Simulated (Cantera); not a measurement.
A closed system holds: 1 mol Cu2O, 2900 mol H2, 0.4 mol H2O, at 1.65 Torr.

Cantera equilibrium calculation (NASA polynomials, part measured and part estimated; ideal gas, pure solids and liquids). Candidate condensed phases: Cu, CuO, Cu(OH)2, Cu2O, H2O; 12 gas species. The numbers say what is thermodynamically allowed, not how fast it happens.

Q: Which condensed phases are stable at each of these points (T (K)): 600, 800, 1000, 1200, 1400, 1600, 1800, 2000, 2200?

A: 
```csv
T (K),condensed phases,Cu condensed (%)
600,Cu(s),100.0
800,Cu(s),100.0
1000,Cu(s),100.0
1200,Cu(s),99.2
1400,Cu(l),11.0
1600,gas only,0.0
1800,gas only,0.0
2000,gas only,0.0
2200,gas only,0.0
```

From 600 K to 1200 K the condensed part is Cu(s). At 1400 K the condensed part is Cu(l). From 1600 K to 2200 K nothing is condensed.
